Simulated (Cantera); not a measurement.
What does this Cantera script print?

```python
import numpy as np
import cantera as ct

gas_names = """
    H2O2 H2
""".split()
cond_names = """
    Fe(OH)2(s) Fe2O3(s)
""".split()


# ... load() reads the species with a 1 bar reference pressure and builds the phases ...
species = {s.name: s for s in load("nasa_gas.yaml", gas_names) + load("nasa_condensed.yaml", cond_names)}
# Each term lists the table entries of one substance; the one whose range holds T is used.
reactions = {
    '4 Fe(OH)2 = H2O2(g) + 2 Fe2O3 + 3 H2(g)':
        [(-4, ['Fe(OH)2(s)']), (1, ['H2O2']), (2, ['Fe2O3(s)']), (3, ['H2'])],
}


def pick(names, T):
    return next(species[n] for n in names if species[n].thermo.min_temp <= T <= species[n].thermo.max_temp)


results = []
for label, terms in reactions.items():
    print(label)
    print("     T/K   dH/kJ  dS/(J/K)   dG/kJ   log10 K")
    for T in [948, 1023, 1098, 1173, 1248, 1323]:
        used = [(nu, pick(names, T)) for nu, names in terms]
        dH = sum(nu * s.thermo.h(T) for nu, s in used) / 1e6
        dS = sum(nu * s.thermo.s(T) for nu, s in used) / 1e3
        dG = dH - T * dS / 1e3
        logK = -dG * 1e6 / (ct.gas_constant * T * np.log(10))
        results.append((label, T, dH, dS, dG, logK, [s.name for _, s in used]))
        print(f"{T:8g} {dH:8.1f} {dS:8.1f} {dG:8.1f} {logK:8.2f}")
```

Result:

```
4 Fe(OH)2 = H2O2(g) + 2 Fe2O3 + 3 H2(g)
     T/K   dH/kJ  dS/(J/K)   dG/kJ   log10 K
     948    495.9    421.4     96.4    -5.31
    1023    493.5    419.0     64.9    -3.31
    1098    490.1    415.8     33.5    -1.60
    1173    486.2    412.4      2.5    -0.11
    1248    482.1    409.0    -28.3     1.18
    1323    478.0    405.8    -58.9     2.32
```

Standard-state values (1 bar) from the NASA 1993 polynomials, evaluated with Cantera. Condensed species are held in their standard states even where they would react or evaporate.
